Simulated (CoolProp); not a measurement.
Saturation properties of trans-2-butene (Tc = 428.6 K, pc = 4.019 MPa, ω = 0.210).

The numbers come from the reference Helmholtz-energy equation of state, Lemmon 2005 in CoolProp. It is a short technical equation, of lower accuracy than the large ones.

| T (K) | p (MPa) | vapour density (kg/m³) | enthalpy of vaporisation (kJ/kg) | surface tension (mN/m) |
|---|---|---|---|---|
| 277.8 | 0.1168 | 2.975 | 401.7 | 15.6 |
| 294.1 | 0.2056 | 5.061 | 385.6 | 13.6 |
| 310.4 | 0.3389 | 8.141 | 368.1 | 11.6 |
| 326.6 | 0.5277 | 12.50 | 348.8 | 9.72 |
| 342.9 | 0.7878 | 18.63 | 327.1 | 7.89 |
| 359.1 | 1.130 | 27.07 | 302.2 | 6.14 |
| 375.4 | 1.576 | 38.97 | 272.8 | 4.47 |
| 391.7 | 2.141 | 56.25 | 236.6 | 2.91 |

It boils at 274.0 K under 1 atm.

Surface tension comes from a separate correlation (Mulero 2014).
